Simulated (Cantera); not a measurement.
Charge: 1 mol MgCO₃, 2.1 mol CO₂, 0.051 mol O₂, at 2248 K and 0.320 bar.

These are equilibrium values from Cantera (NASA tables, ideal gas, pure condensed phases), not measurements of a reactor. Candidate condensed phases: C, Mg, MgCO₃, MgO; 15 gas species. The numbers say what is thermodynamically allowed, not how fast it happens.

Base state: CO₂ 0.892, CO 0.0614, O₂ 0.0457, O 0.00138, Mg 1.39e-5 (mole fractions); condensed: MgO(s).

**Question.** What changes in the equilibrium state with this change: temperature from 2248 K to 2125 K?

**Answer.** 
| species | before | after |
|---|---|---|
| CO₂ | 0.892 | 0.935 |
| CO | 0.0614 | 0.0326 |
| O₂ | 0.0457 | 0.0320 |
| Mg | 1.39e-5 | 1.77e-6 |
| O | 0.00138 | 0.000522 |
| MgO(s), mol | 1.000 | 1.000 |
